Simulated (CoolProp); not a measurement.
A simple Rankine cycle with R1336mzz(Z): condensing at 295.15 K, boiler at 1.95 MPa, turbine inlet 499 K, turbine efficiency 0.7, pump efficiency 0.7, no recuperator. Each further row changes one setting.

Values from CoolProp's reference Helmholtz-energy equation of state, McLinden 2020.

| case | thermal efficiency (%) | net work (kJ/kg) | heat in (kJ/kg) | turbine exit temperature (K) | volume ratio over the turbine |
|---|---|---|---|---|---|
| as stated | 13.9 | 49.5 | 356 | 436.5 | ? |
| condensing temperature 287.15 K | 14.9 | ? | ? | 431.8 | 43.0 |
| boiler pressure 1.36 MPa | ? | ? | 362 | 445.6 | ? |
| turbine efficiency 0.6 | 11.8 | 42.2 | 356 | ? | 31.7 |

Complete the blanks.


- as stated, volume ratio over the turbine: 31.2
- condensing temperature 287.15 K, net work (kJ/kg): 54.3
- condensing temperature 287.15 K, heat in (kJ/kg): 366
- boiler pressure 1.36 MPa, thermal efficiency (%): 12.7
- boiler pressure 1.36 MPa, net work (kJ/kg): 46.1
- boiler pressure 1.36 MPa, volume ratio over the turbine: 20.8
- turbine efficiency 0.6, turbine exit temperature (K): 443.5
